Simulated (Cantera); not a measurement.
What does this Cantera script print?

```python
import numpy as np
import cantera as ct

gas_names = [...]  # 123 gases of nasa_gas.yaml made of C, H, O, S
cond_names = """
    C(gr) C6H6(L) C7H8(L) C8H18(L),n-octa H2O(s) H2O(L) H2SO4(L) S(cr1) S(cr2) S(L)
""".split()


# ... load() reads the species with a 1 bar reference pressure and builds the phases ...
atoms = {
    'CS2': {'C': 1, 'S': 2},
    'H2': {'H': 2},
    'O2': {'O': 2},
}
top_T = {'C(gr)': 4500}  # K; cautious upper limits of use, not melting points


# ... equilibrate(T, P, feed) seeds the gas with the atoms and calls Mixture.equilibrate('TP', solver="vcs", rtol=1e-11, max_steps=5000) ...
results = []
feed = {'CS2': 1, 'H2': 1.8, 'O2': 0.094}  # mol
P = 1600000  # Pa
for T in [923, 998, 1073, 1148, 1223, 1298, 1373]:
    mix = equilibrate(T, P, feed)
    results.append((T, P, feed, dict(zip(mix.species_names, mix.species_moles))))

top = {s: max(r[3][s] / sum(r[3][g] for g in gas_names) for r in results) for s in gas_names}
cols = sorted((s for s in top if top[s] > 0.0001), key=lambda s: -top[s])[:7]
seen = [c for c in cond_names if any(r[3].get(c, 0) > 1e-12 for r in results)]
print("log10 of partial pressures in bar; condensed amounts in mol")
print(f"{'T/K':>10s}" + "".join(f"{s[:9]:>10s}" for s in cols + seen))
for T, P, feed, n in results:
    ng = sum(n[g] for g in gas_names)
    print(f"{T:10.4g}" + "".join(f"{np.log10(max(n[s] / ng * P / 1e5, 1e-99)):10.3f}" for s in cols)
          + "".join(f"{n.get(c, 0):10.4g}" for c in seen))
```

Result:

```
log10 of partial pressures in bar; condensed amounts in mol
       T/K       H2S        H2       CS2        CO       COS        S2       CO2     C(gr)
       923     1.146    -0.766    -0.291    -0.572    -0.157    -1.224    -0.645    0.7841
       998     1.134    -0.458    -0.210    -0.305    -0.213    -1.100    -0.838    0.7591
      1073     1.118    -0.211    -0.115    -0.133    -0.304    -0.969    -1.117    0.7275
      1148     1.097    -0.008    -0.019    -0.032    -0.425    -0.841    -1.455    0.6925
      1223     1.071     0.159     0.071     0.023    -0.561    -0.724    -1.815    0.6553
      1298     1.040     0.298     0.152     0.052    -0.698    -0.619    -2.172    0.6157
      1373     1.003     0.414     0.223     0.066    -0.832    -0.525    -2.512    0.5737
```

Equilibrium computed with Cantera from the NASA thermochemical tables; the gas is ideal and each condensed phase is pure. Gases not in the tables: S3 to S7.
